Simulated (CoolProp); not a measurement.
Vapour-liquid equilibrium of R113 (1) + n-heptane (2) at 0.0279 MPa; x and y are mole fractions of (1).

The numbers come from the multi-fluid Helmholtz-energy mixture model, Marx 1992 and Span 2003; pair parameters Bell 2016 in CoolProp.

```csv
x,"bubble temperature, mixture model (K)","bubble temperature, Raoult's law (K)","y, mixture model","y, Raoult's law"
0.05,326.1,327.7,0.270,0.227
0.15,315.7,319.1,0.573,0.515
0.25,308.5,312.3,0.724,0.681
0.35,303.2,306.9,0.808,0.784
0.45,299.3,302.4,0.862,0.852
0.55,296.2,298.6,0.899,0.900
0.65,293.7,295.3,0.927,0.934
0.75,291.5,292.5,0.950,0.959
0.85,289.5,290.0,0.970,0.979
0.95,287.6,287.7,0.990,0.994
```

The largest gap from Raoult's law is -3.8 K in bubble temperature, at x = 0.25. No azeotrope shows between x = 0.05 and 0.95.

The pair parameters rest on a limited set of measurements; away from them the model extrapolates.
